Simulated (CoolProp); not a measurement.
Vapour-liquid equilibrium of benzene (1) + ethylbenzene (2) at 0.0212 MPa; x and y are mole fractions of (1).

The numbers come from the multi-fluid Helmholtz-energy mixture model, Thol 2012 and Zhou 2012; pair parameters Bell 2016 in CoolProp.

| x | bubble temperature, mixture model (K) | bubble temperature, Raoult's law (K) | y, mixture model | y, Raoult's law |
|---|---|---|---|---|
| 0.05 | 354.5 | 353.4 | 0.206 | 0.240 |
| 0.125 | 348.1 | 346.0 | 0.429 | 0.476 |
| 0.2 | 342.5 | 340.0 | 0.584 | 0.625 |
| 0.275 | 337.6 | 335.1 | 0.694 | 0.725 |
| 0.35 | 333.2 | 330.9 | 0.774 | 0.795 |
| 0.425 | 329.3 | 327.2 | 0.834 | 0.846 |
| 0.5 | 325.8 | 324.1 | 0.879 | 0.884 |
| 0.575 | 322.7 | 321.3 | 0.913 | 0.914 |
| 0.65 | 319.8 | 318.8 | 0.939 | 0.937 |
| 0.725 | 317.2 | 316.5 | 0.959 | 0.956 |
| 0.8 | 314.9 | 314.5 | 0.974 | 0.971 |
| 0.875 | 312.8 | 312.6 | 0.986 | 0.984 |
| 0.95 | 310.9 | 310.9 | 0.995 | 0.994 |

The largest gap from Raoult's law is +2.5 K in bubble temperature, at x = 0.275. No azeotrope shows between x = 0.05 and 0.95.

Pair parameters are fitted to limited data, so mixtures are less certain than the pure fluids.
